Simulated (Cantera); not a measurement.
Pyrogenic steam for wet oxidation

An isothermal, constant-pressure homogeneous reactor starts with H2 : O2 : N2 = 0.8 : 1 : 1.5 (molar parts), at 1350 K and 458 Torr.

Cantera simulation using the H2/O2 subset of GRI-Mech 3.0, which has no nitrogen chemistry; the numbers are that mechanism's predictions, not measurements. The temperature is held fixed by assumption; the heat of reaction is taken as removed at once.

| t (s) | x H2 | x O2 | x H2O2 | x O | x HO2 | x H2O |
|---|---|---|---|---|---|---|
| 4.00e-5 | 0.0171 | 0.200 | 9.71e-6 | 0.0216 | 0.000120 | 0.225 |
| 0.000111 | 0.00187 | 0.206 | 4.57e-6 | 0.00180 | 6.95e-5 | 0.271 |
| 0.000306 | 0.000185 | 0.207 | 1.27e-6 | 0.000169 | 1.41e-5 | 0.275 |
| 0.000846 | 2.38e-5 | 0.207 | 3.85e-7 | 2.70e-5 | 2.66e-6 | 0.276 |
| 0.00234 | 4.40e-6 | 0.207 | 1.27e-7 | 6.30e-6 | 6.50e-7 | 0.276 |
| 0.00647 | 1.14e-6 | 0.207 | 4.52e-8 | 1.84e-6 | 2.10e-7 | 0.276 |
| 0.0179 | 3.81e-7 | 0.207 | 1.77e-8 | 6.38e-7 | 1.04e-7 | 0.276 |
| 0.0495 | 1.89e-7 | 0.207 | 9.24e-9 | 3.03e-7 | 8.64e-8 | 0.276 |
| 0.137 | 1.60e-7 | 0.207 | 7.80e-9 | 2.48e-7 | 8.58e-8 | 0.276 |
| 0.378 | 1.60e-7 | 0.207 | 7.77e-9 | 2.47e-7 | 8.58e-8 | 0.276 |
| 1.05 | 1.60e-7 | 0.207 | 7.77e-9 | 2.47e-7 | 8.58e-8 | 0.276 |
| 2.89 | 1.60e-7 | 0.207 | 7.77e-9 | 2.47e-7 | 8.58e-8 | 0.276 |
| 8.00 | 1.60e-7 | 0.207 | 7.77e-9 | 2.47e-7 | 8.58e-8 | 0.276 |
x: mole fraction; the columns are a selection and need not sum to one.

Equilibrium at this temperature and pressure: H2 1.60e-7, O2 0.207, H2O2 7.77e-9, O 2.47e-7, HO2 8.58e-8, H2O 0.276 (gas phase only).
